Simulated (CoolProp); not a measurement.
Vapour-liquid equilibrium of carbon dioxide (1) + propylene (2) at 279.5 K; x and y are mole fractions of (1).

Computed with CoolProp (multi-fluid Helmholtz-energy mixture model, Span 1996 and Lemmon 2013; pair parameters Bell 2016).

```csv
x,"bubble pressure, mixture model (MPa)","bubble pressure, Raoult's law (MPa)","y, mixture model","y, Raoult's law"
0.05,0.9465,0.8731,0.258,0.235
0.2,1.617,1.384,0.581,0.594
0.35,2.182,1.895,0.709,0.759
0.5,2.660,2.406,0.784,0.854
0.65,3.092,2.916,0.842,0.916
0.8,3.517,3.427,0.901,0.959
0.95,3.958,3.938,0.972,0.991
```

The largest gap from Raoult's law is +16.8 % in bubble pressure, at x = 0.2. No azeotrope shows between x = 0.05 and 0.95.

The pair parameters rest on a limited set of measurements; away from them the model extrapolates.
